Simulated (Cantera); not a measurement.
**Equilibrium for silicon nitride deposition: SiHCl3 + NH3 + N2**

A closed system holds: 1 mol SiHCl3, 0.66 mol NH3, a varied amount of N2, equilibrated at 427 °C and 24.0 mbar.

These are equilibrium values from Cantera (NASA tables, ideal gas, pure condensed phases), not measurements of a reactor. Candidate condensed phases: NH4Cl, Si, Si3N4; 28 gas species. The numbers say what is thermodynamically allowed, not how fast it happens.

```tsv
n(N2) (mol)	x N2	x HCl	x H2	x SiCl4	x SiHCl3	x NH3	x SiCl3	n Si3N4(s)
10	0.792	0.116	0.0608	0.0308	3.29e-6	3.00e-6	5.94e-9	0.205
21	0.888	0.0683	0.0292	0.0148	1.29e-6	1.05e-6	3.36e-9	0.217
33	0.925	0.0479	0.0180	0.00913	7.01e-7	5.22e-7	2.33e-9	0.225
44	0.942	0.0378	0.0131	0.00665	4.70e-7	3.27e-7	1.83e-9	0.230
55	0.953	0.0314	0.0102	0.00518	3.43e-7	2.26e-7	1.51e-9	0.234
66	0.961	0.0269	0.00827	0.00421	2.64e-7	1.66e-7	1.29e-9	0.237
77	0.966	0.0236	0.00693	0.00353	2.12e-7	1.27e-7	1.13e-9	0.240
88	0.970	0.0210	0.00594	0.00302	1.75e-7	1.01e-7	1.01e-9	0.242
100	0.973	0.0188	0.00512	0.00261	1.45e-7	8.12e-8	9.01e-10	0.244
```
x: gas mole fraction; n: condensed amount in mol.

From 10 mol N2 to 100 mol N2 the condensed part is Si3N4(s). The main Si-bearing gas is SiCl4 throughout. The share of Si in condensed phases is highest at 100 mol N2 (73.3 %) and lowest at 10 mol N2 (61.4 %).
